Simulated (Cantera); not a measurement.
An isothermal, constant-pressure homogeneous reactor starts with C2H6 : N2 = 1 : 100 (molar parts), at 1150 K and 0.000100 bar. Integrator tolerance rtol = 1e-08.

Cantera simulation using GRI-Mech 3.0 (53 species, 325 reactions); the numbers are that mechanism's predictions, not measurements. GRI-Mech 3.0 stops at C3 and has no aromatics, soot or wall deposition, so with more carbon than oxygen in the feed, carbon stays in small species such as C2H2 where larger ones or solid carbon would form. Radical loss at walls, strong at low pressure, is not modelled.

Q: What does this change do: pressure from 0.000100 bar to 0.133 bar?

A: 
| quantity | before | after |
|---|---|---|
| x(C2H6) at 60.0 s | 0.00154 (gas-phase equilibrium <1e-12) | 5.63e-7 (gas-phase equilibrium 7.41e-8) |
| x(CH2) at 60.0 s | 7.64e-8 (gas-phase equilibrium <1e-12) | <1e-12 (gas-phase equilibrium <1e-12) |
| x(C2H) at 60.0 s | 2.60e-10 (gas-phase equilibrium 1.27e-11) | 3.73e-12 (gas-phase equilibrium <1e-12) |
| x(C2H4) at 60.0 s | 0.00606 (gas-phase equilibrium 1.14e-7) | 0.00103 (gas-phase equilibrium 0.000115) |
| x(CH4) at 60.0 s | 0.00209 (gas-phase equilibrium 1.48e-6) | 0.000973 (gas-phase equilibrium 0.00150) |
| x(CH3) at 60.0 s | 0.000190 (gas-phase equilibrium 1.49e-9) | 7.59e-8 (gas-phase equilibrium 4.43e-8) |
